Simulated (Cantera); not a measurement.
An isothermal, constant-pressure homogeneous reactor starts with 1.05 % C2H6, 98.9 % N2, at 1875 K and 1.01 bar.

Detailed kinetics in Cantera: GRI-Mech 3.0 (53 species, 325 reactions). GRI-Mech 3.0 stops at C3 and has no aromatics, soot or wall deposition, so with more carbon than oxygen in the feed, carbon stays in small species such as C2H2 where larger ones or solid carbon would form.

Task: Predict: x(C2H2) at 1.00 s; x(C2H) at 1.00 s; x(HCN) at 1.00 s; x(C2H4) at 1.00 s; x(CH2) at 1.00 s; x(H2) at 1.00 s.

Result: 
| Property | Value |
|---|---|
| x(C2H2) at 1.00 s | 0.0103 (gas-phase equilibrium 0.000893) |
| x(C2H) at 1.00 s | 5.56e-7 (gas-phase equilibrium 4.84e-8) |
| x(HCN) at 1.00 s | 8.21e-5 (gas-phase equilibrium 0.0188) |
| x(C2H4) at 1.00 s | 3.01e-6 (gas-phase equilibrium 2.63e-7) |
| x(CH2) at 1.00 s | 4.44e-9 (gas-phase equilibrium 1.51e-9) |
| x(H2) at 1.00 s | 0.0205 (gas-phase equilibrium 0.0206) |
